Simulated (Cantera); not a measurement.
An adiabatic, constant-pressure homogeneous reactor starts with CH₄ : O₂ : N₂ = 1 : 2.99 : 9.25 (molar parts), equivalence ratio 0.67, at 998 K and 188 Torr. Integrator tolerance rtol = 1e-08.

Model: GRI-Mech 3.0 (53 species, 325 reactions), integrated in Cantera. Below about 1000 K GRI-Mech 3.0 lacks low-temperature oxidation paths.

Q: What does this change do: initial temperature 998 to 1623 K?

A: 
```tsv
quantity	before	after
temperature at 0.200 s	998 K	2611 K
equilibrium temperature	2359 K	2611 K
x(CH₄) at 0.200 s	0.0755 (gas-phase equilibrium <1e-12)	<1e-12 (gas-phase equilibrium <1e-12)
x(O₂) at 0.200 s	0.226 (gas-phase equilibrium 0.0704)	0.0707 (gas-phase equilibrium 0.0707)
x(CH₂CO) at 0.200 s	<1e-12 (gas-phase equilibrium <1e-12)	<1e-12 (gas-phase equilibrium <1e-12)
x(H₂) at 0.200 s	3.73e-7 (gas-phase equilibrium 0.00305)	0.00910 (gas-phase equilibrium 0.00910)
x(OH) at 0.200 s	1.88e-10 (gas-phase equilibrium 0.0116)	0.0239 (gas-phase equilibrium 0.0239)
time of steepest temperature rise	not reached	1.07 ms
```
